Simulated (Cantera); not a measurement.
A freely propagating, adiabatic, planar premixed flame of 18.2 % H2, 11.8 % O2, 48.3 % N2, 21.8 % H2O, equivalence ratio 0.77, unburnt at 375 K and 100.0 Torr; multicomponent+Soret transport, grid criteria slope 0.08 and curve 0.16, no radiation.

Computed with Cantera and the H2/O2 subset of GRI-Mech 3.0, which has no nitrogen chemistry. Burning velocities carry a grid error of a few per cent, more on coarse grids.

x: mole fraction of selected species; z is measured from the peak of heat release.

```json
[
 {"z (mm)": "-13.3", "T (K)": "375", "u (m/s)": "0.953", "x H2": "0.181", "x O2": "0.118", "x H2O": "0.218", "x HO2": "<1e-8", "x O": "<1e-8", "x OH": "<1e-8"},
 {"z (mm)": "-8.90", "T (K)": "375", "u (m/s)": "0.953", "x H2": "0.181", "x O2": "0.118", "x H2O": "0.218", "x HO2": "<1e-8", "x O": "<1e-8", "x OH": "<1e-8"},
 {"z (mm)": "-6.67", "T (K)": "375", "u (m/s)": "0.952", "x H2": "0.180", "x O2": "0.118", "x H2O": "0.218", "x HO2": "3.67e-8", "x O": "<1e-8", "x OH": "<1e-8"},
 {"z (mm)": "-4.45", "T (K)": "376", "u (m/s)": "0.948", "x H2": "0.175", "x O2": "0.119", "x H2O": "0.220", "x HO2": "7.89e-7", "x O": "1.11e-8", "x OH": "<1e-8"},
 {"z (mm)": "-2.22", "T (K)": "417", "u (m/s)": "1.02", "x H2": "0.144", "x O2": "0.122", "x H2O": "0.229", "x HO2": "9.53e-5", "x O": "1.60e-6", "x OH": "1.19e-5"},
 {"z (mm)": "-1.11", "T (K)": "637", "u (m/s)": "1.52", "x H2": "0.112", "x O2": "0.115", "x H2O": "0.256", "x HO2": "0.000101", "x O": "6.86e-5", "x OH": "0.000334"},
 {"z (mm)": "0", "T (K)": "942", "u (m/s)": "2.22", "x H2": "0.0716", "x O2": "0.0915", "x H2O": "0.308", "x HO2": "3.85e-5", "x O": "0.00101", "x OH": "0.000715"},
 {"z (mm)": "1.11", "T (K)": "___", "u (m/s)": "2.72", "x H2": "___", "x O2": "___", "x H2O": "0.361", "x HO2": "___", "x O": "___", "x OH": "___"},
 {"z (mm)": "2.22", "T (K)": "___", "u (m/s)": "3.00", "x H2": "___", "x O2": "___", "x H2O": "0.387", "x HO2": "___", "x O": "___", "x OH": "___"},
 {"z (mm)": "4.45", "T (K)": "1398", "u (m/s)": "3.27", "x H2": "0.0149", "x O2": "0.0414", "x H2O": "0.401", "x HO2": "8.26e-6", "x O": "0.00310", "x OH": "0.00519"},
 {"z (mm)": "8.90", "T (K)": "1499", "u (m/s)": "3.49", "x H2": "0.0109", "x O2": "0.0377", "x H2O": "0.412", "x HO2": "5.88e-6", "x O": "0.00210", "x OH": "0.00533"},
 {"z (mm)": "17.8", "T (K)": "1575", "u (m/s)": "3.65", "x H2": "0.00667", "x O2": "0.0350", "x H2O": "0.421", "x HO2": "3.91e-6", "x O": "0.00118", "x OH": "0.00463"},
 {"z (mm)": "35.6", "T (K)": "1621", "u (m/s)": "3.75", "x H2": "0.00334", "x O2": "0.0334", "x H2O": "0.428", "x HO2": "2.27e-6", "x O": "0.000561", "x OH": "0.00346"}
]
```

Question: Fill in the missing entries.

Answer: 
- 1.11, T (K): 1157
- 1.11, x H2: 0.0361
- 1.11, x O2: 0.0630
- 1.11, x HO2: 1.86e-5
- 1.11, x O: 0.00290
- 1.11, x OH: 0.00229
- 2.22, T (K): 1278
- 2.22, x H2: 0.0210
- 2.22, x O2: 0.0485
- 2.22, x HO2: 1.20e-5
- 2.22, x O: 0.00353
- 2.22, x OH: 0.00396
